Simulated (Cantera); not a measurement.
## Adiabatic ignition

An adiabatic, constant-volume homogeneous reactor starts with 3.00 % CH4, 16.7 % O2, 62.6 % N2, 17.7 % H2O, equivalence ratio 0.36, at 1648 K and 1.01 bar.

Model: GRI-Mech 3.0 (53 species, 325 reactions), integrated in Cantera.

| t (s) | T (K) | P (bar) | x CH4 | x O2 | x H2O | x O | x C2H4 |
|---|---|---|---|---|---|---|---|
| 1.00e-6 | 1648 | 1.01 | 0.0300 | 0.167 | 0.177 | 4.29e-8 | <1e-12 |
| 2.70e-6 | 1648 | 1.01 | 0.0300 | 0.167 | 0.177 | 8.08e-8 | 4.61e-12 |
| 7.30e-6 | 1648 | 1.01 | 0.0300 | 0.167 | 0.177 | 1.07e-7 | 2.19e-10 |
| 1.97e-5 | 1648 | 1.01 | 0.0300 | 0.167 | 0.177 | 1.76e-7 | 7.98e-9 |
| 5.34e-5 | 1648 | 1.01 | 0.0299 | 0.167 | 0.177 | 4.33e-7 | 3.03e-7 |
| 0.000144 | 1649 | 1.01 | 0.0292 | 0.166 | 0.177 | 2.42e-6 | 1.81e-5 |
| 0.000390 | 2276 | 1.41 | <1e-12 | 0.104 | 0.226 | 0.00272 | <1e-12 |
| 0.00105 | 2320 | 1.43 | <1e-12 | 0.104 | 0.230 | 0.00151 | <1e-12 |
| 0.00285 | 2319 | 1.43 | <1e-12 | 0.104 | 0.230 | 0.00151 | <1e-12 |
| 0.00770 | 2318 | 1.43 | <1e-12 | 0.104 | 0.230 | 0.00149 | <1e-12 |
| 0.0208 | 2315 | 1.43 | <1e-12 | 0.103 | 0.230 | 0.00146 | <1e-12 |
| 0.0562 | 2308 | 1.43 | <1e-12 | 0.102 | 0.230 | 0.00140 | <1e-12 |
| 0.152 | 2302 | 1.42 | <1e-12 | 0.100 | 0.230 | 0.00134 | <1e-12 |
| 0.411 | 2300 | 1.42 | <1e-12 | 0.0998 | 0.230 | 0.00132 | <1e-12 |
| 1.11 | 2300 | 1.42 | <1e-12 | 0.0998 | 0.230 | 0.00132 | <1e-12 |
| 3.00 | 2300 | 1.42 | <1e-12 | 0.0998 | 0.230 | 0.00132 | <1e-12 |
x: mole fraction; the columns are a selection and need not sum to one.

The time of steepest temperature rise is 0.285 ms. The temperature at 3.00 s comes out as 2300 K and the equilibrium temperature is 2300 K. The x(CH4) at 3.00 s comes out as <1e-12 (gas-phase equilibrium <1e-12) and the x(O2) at 3.00 s comes out as 0.0998 (gas-phase equilibrium 0.0998). The x(H2O) at 3.00 s is 0.230 (gas-phase equilibrium 0.230).
